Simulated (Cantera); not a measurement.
Charge: 1 mol SiCl4, 67 mol N2, at 452 °C and 6.00 mbar.

Cantera equilibrium calculation (NASA polynomials, part measured and part estimated; ideal gas, pure solids and liquids). Candidate condensed phases: Si, Si3N4; 13 gas species. Rates play no part.

Problem. What is the equilibrium state?

Solution. 
```
Quantity                              Value
--------------------------------  ---------
x(N2)                                 0.985
x(SiCl4)                             0.0147
gas amount                        68.00 mol
log10 activity of Si(s) (absent)     -19.07
```
